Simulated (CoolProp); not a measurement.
Saturation properties of R1224YDZ (Tc = 428.7 K, pc = 3.334 MPa, ω = 0.325).

Computed with CoolProp (reference Helmholtz-energy equation of state, Akasaka 2023).

| T (K) | p (MPa) | liquid cp (kJ/(kg K)) | vapour Z |
|---|---|---|---|
| 203.3 | 0.0006722 | 1.018 | 0.9977 |
| 231.9 | 0.006045 | 1.044 | 0.9914 |
| 260.5 | 0.03060 | 1.082 | 0.9767 |
| 289.1 | 0.1057 | 1.131 | 0.9495 |
| 317.7 | 0.2808 | 1.193 | 0.9052 |
| 346.3 | 0.6206 | 1.274 | 0.8392 |
| 374.9 | 1.202 | 1.394 | 0.7441 |
| 403.5 | 2.123 | 1.664 | 0.6023 |

It boils at 288.0 K under 1 atm.
